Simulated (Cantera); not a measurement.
Input: 1 mol Fe₃O₄, a varied amount of H₂, 4.2 mol H₂O, held at 1925 K and 13.3 mbar.

Cantera equilibrium calculation (NASA polynomials, part measured and part estimated; ideal gas, pure solids and liquids). Candidate condensed phases: Fe, FeO, Fe(OH)₂, Fe(OH)₃, Fe₂O₃, Fe₃O₄, H₂O; 12 gas species. Rates play no part.

Question: At 310 mol H₂, list the 5 most abundant gas species with their mole fractions, and the condensed phases.

Answer: H₂ 0.957, H₂O 0.0257, Fe 0.00941, H 0.00810, OH 1.88e-5. Condensed: gas only.
